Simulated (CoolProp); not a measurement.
Vapour-liquid equilibrium of hydrogen sulfide (1) + n-pentane (2) at 257.4 K; x and y are mole fractions of (1).

Computed with CoolProp (multi-fluid Helmholtz-energy mixture model, Lemmon 2006 and Thol 2019; pair parameters Kunz 2012).

Task: Give the bubble pressure and the first vapour's composition at x = 0.05, 0.2, 0.8. Is there an azeotrope?

Result: x = 0.05: 0.5616 bar, y = 0.805; x = 0.2: 2.155 bar, y = 0.954; x = 0.8: 5.279 bar, y = 0.990. No azeotrope shows between x = 0.05 and 0.95.

Pair parameters are fitted to limited data, so mixtures are less certain than the pure fluids. With so large a gap from Raoult's law the liquid may split in two, which this calculation doesn't test in full.
